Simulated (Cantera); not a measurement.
Charge: 1 mol CO₂, 2 mol H₂, equilibrated at 3250 °C and 100 Torr.

Cantera equilibrium calculation (NASA polynomials, part measured and part estimated; ideal gas, pure solids and liquids). Candidate condensed phases: C, C₆H₆, C₇H₈, C₈H₁₈, H₂O; 110 gas species. Kinetics and transport are ignored.

### Question
What is the equilibrium state?

### Answer
```json
{
 "x(H)": "0.525",
 "x(CO)": "0.192",
 "x(O)": "0.124",
 "x(H₂)": "0.0949",
 "x(OH)": "0.0385",
 "x(H₂O)": "0.0149",
 "x(O₂)": "0.00748",
 "x(CO₂)": "0.00363",
 "x(HO₂)": "1.83e-6",
 "gas_amount": "5.109 mol",
 "log10 activity of C(graphite) (absent)": "-6.16"
}
```
